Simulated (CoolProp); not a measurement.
A Linde-Hampson liquefier for ethylene: isothermal reversible compression at 320 K from 1 atm to 5 MPa, throttling to 1 atm, return gas leaving the recuperator 0 K below the feed. Each further row changes one setting.

Model: reference Helmholtz-energy equation of state, Smukala 2000, in CoolProp.

```
case                        liquid yield per pass  compression work (kJ/kg of gas)
--------------------------  ---------------------  -------------------------------
as stated                                       ?                              347
high pressure 10 MPa                            ?                              386
warm-end temperature 350 K                      ?                              387
warm-end gap 5 K                                ?                              347
```

Task: Fill in the missing entries.

Result: 
- as stated, liquid yield per pass: 0.121
- high pressure 10 MPa, liquid yield per pass: 0.320
- warm-end temperature 350 K, liquid yield per pass: 0.087
- warm-end gap 5 K, liquid yield per pass: 0.110
